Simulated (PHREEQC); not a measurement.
A made-up water analysis in mg/kgw, 25 °C, pH 2.16, pe 10.4:

```json
[
 {"constituent": "Na", "mg/kgw": "337"},
 {"constituent": "K", "mg/kgw": "447"},
 {"constituent": "Ca", "mg/kgw": "361"},
 {"constituent": "Mg", "mg/kgw": "33.2"},
 {"constituent": "Cl", "mg/kgw": "470"},
 {"constituent": "S(6) as SO4", "mg/kgw": "2180"},
 {"constituent": "N(5) as NO3", "mg/kgw": "2.15"},
 {"constituent": "O(0) (dissolved oxygen)", "mg/kgw": "6.56"},
 {"constituent": "Cd", "mg/kgw": "16.9"},
 {"constituent": "Mn(2)", "mg/kgw": "54.8"},
 {"constituent": "F", "mg/kgw": "0.219"}
]
```

Valence states are taken as typed.

Model: ion-association model, phreeqc.dat, run in PHREEQC.

```json
{
  "ionic_strength": "0.0688 mol/kgw",
  "specific_conductance": "7080 µS/cm",
  "density": "1.000 g/cm³",
  "total_alkalinity": "-13.1 meq/kg",
  "charge_balance_error": "3.8 %"
}
```

| species | molality | activity | log γ |
|---|---|---|---|
| Na+ | 0.0143 | 0.0115 | -0.093 |
| SO4-2 | 0.0135 | 0.00565 | -0.377 |
| Cl- | 0.0132 | 0.0105 | -0.101 |
| K+ | 0.0110 | 0.00871 | -0.102 |
| H+ | 0.00823 | 0.00692 | -0.075 |
| Ca+2 | 0.00619 | 0.00269 | -0.363 |
| HSO4- | 0.00474 | 0.00380 | -0.095 |
| CaSO4 | 0.00266 | 0.00270 | 0.007 |
| Mg+2 | 0.000862 | 0.000386 | -0.349 |
| Mn+2 | 0.000682 | 0.000303 | -0.353 |
| MgSO4 | 0.000503 | 0.000511 | 0.007 |
| KSO4- | 0.000427 | 0.000346 | -0.091 |
| NaSO4- | 0.000402 | 0.000326 | -0.091 |

Precipitation was switched off in this run. Species that the database lacks are ignored.
